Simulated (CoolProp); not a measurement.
Vapour-liquid equilibrium of hydrogen sulfide (1) + n-hexane (2) at 111 kPa; x and y are mole fractions of (1).

Computed with CoolProp (multi-fluid Helmholtz-energy mixture model, Lemmon 2006 and Thol 2019; pair parameters Kunz 2012).

Give the bubble temperature and the first vapour's composition at x = 0.15, 0.25, 0.75. Is there an azeotrope?

x = 0.15: 232.6 K, y = 0.996; x = 0.25: 222.9 K, y = 0.998; x = 0.75: 218.0 K, y = 0.999. No azeotrope shows between x = 0.05 and 0.95.

The pair parameters rest on a limited set of measurements; away from them the model extrapolates. With so large a gap from Raoult's law the liquid may split in two, which this calculation doesn't test in full.
